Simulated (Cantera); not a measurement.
An isothermal, constant-pressure homogeneous reactor starts with NO : N2 = 1 : 0.14 (molar parts), at 1573 K and 0.300 bar. Integrator tolerance rtol = 1e-08.

Model: GRI-Mech 3.0 (53 species, 325 reactions), integrated in Cantera.

Problem. What does this change do: pressure from 0.300 bar to 10.00 Torr?

Solution. 
| quantity | before | after |
|---|---|---|
| x(NO) at 80.0 s | 0.440 (gas-phase equilibrium 0.00210) | 0.840 (gas-phase equilibrium 0.00210) |
| x(N2O) at 80.0 s | 6.32e-5 (gas-phase equilibrium 5.84e-8) | 0.000215 (gas-phase equilibrium 1.23e-8) |
| x(O) at 80.0 s | 9.10e-6 (gas-phase equilibrium 1.27e-5) | 1.77e-5 (gas-phase equilibrium 6.02e-5) |
| x(O2) at 80.0 s | 0.218 (gas-phase equilibrium 0.438) | 0.0186 (gas-phase equilibrium 0.438) |
| x(NO2) at 80.0 s | 0.00106 (gas-phase equilibrium 7.18e-6) | 0.000112 (gas-phase equilibrium 1.51e-6) |
| x(N2) at 80.0 s | 0.341 (gas-phase equilibrium 0.560) | 0.141 (gas-phase equilibrium 0.560) |
Radical loss at walls, strong at low pressure, is not modelled.
